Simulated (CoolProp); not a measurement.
n-pentane at several states: fugacity coefficient from the reference equation and from simpler models built on Tc = 196.5 °C, pc = 3368 kPa, ω = 0.251; each cubic takes its own stable root.

The numbers come from the reference Helmholtz-energy equation of state, Thol 2019 in CoolProp.

| T (°C) | p (kPa) | phase | reference | van der Waals | Redlich-Kwong | Soave-Redlich-Kwong | Peng-Robinson |
|---|---|---|---|---|---|---|---|
| 341.35 | 164 | gas | 0.9936 | 0.9927 | 0.9926 | 0.9939 | 0.9926 |
| 296.15 | 5540 | supercritical | 0.7403 | ___ | ___ | 0.7510 | 0.7190 |
| -40.65 | 46.5 | liquid | 0.05602 | 0.9797 | 0.1418 | 0.05409 | 0.05854 |
| 191.35 | 10200 | liquid | ___ | 0.3498 | 0.3044 | 0.3017 | 0.2808 |
| 136.95 | 60 | gas | 0.9904 | 0.9927 | 0.9911 | 0.9906 | 0.9899 |
| -48.05 | 6190 | liquid | 0.0003558 | 0.01921 | ___ | 0.0003550 | ___ |

Question: Some entries are withheld; supply them.

Answer: 
- 296.15, van der Waals: 0.7087
- 296.15, Redlich-Kwong: 0.7157
- 191.35, reference: 0.2825
- -48.05, Redlich-Kwong: 0.0009820
- -48.05, Peng-Robinson: 0.0003734

At some of these states van der Waals gives the other phase, because its saturation line lies elsewhere.
